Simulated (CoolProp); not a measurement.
Vapour-liquid equilibrium of n-octane (1) + n-dodecane (2) at 317.2 K; x and y are mole fractions of (1).

The numbers come from the multi-fluid Helmholtz-energy mixture model, Beckmüller 2019 and Lemmon 2004; pair parameters Bell 2016 in CoolProp.

Q: Give the bubble pressure and the first vapour's composition at x = 0.35, 0.45, 0.95. Is there an azeotrope?

A: x = 0.35: 0.001743 MPa, y = 0.971; x = 0.45: 0.002246 MPa, y = 0.981; x = 0.95: 0.004816 MPa, y = 0.999. No azeotrope shows between x = 0.05 and 0.95.

Pair parameters are fitted to limited data, so mixtures are less certain than the pure fluids.
